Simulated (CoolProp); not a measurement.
R134a at 322.97 K and 0.326 MPa is throttled through a valve to 0.191 MPa with no heat exchange. Each further row changes one setting.

Computed with CoolProp (reference Helmholtz-energy equation of state, Tillner-Roth 1994).

```
case                        temperature change (K)  final density (kg/m³)
--------------------------  ----------------------  ---------------------
as stated                                      ___                    ___
outlet pressure 0.0573 MPa                     ___                    ___
outlet pressure 0.248 MPa                      ___                    ___
```

**Question.** Fill in the missing entries.

**Answer.** 
- as stated, temperature change (K): -2.3
- as stated, final density (kg/m³): 7.53
- outlet pressure 0.0573 MPa, temperature change (K): -4.6
- outlet pressure 0.0573 MPa, final density (kg/m³): 2.23
- outlet pressure 0.248 MPa, temperature change (K): -1.3
- outlet pressure 0.248 MPa, final density (kg/m³): 9.84
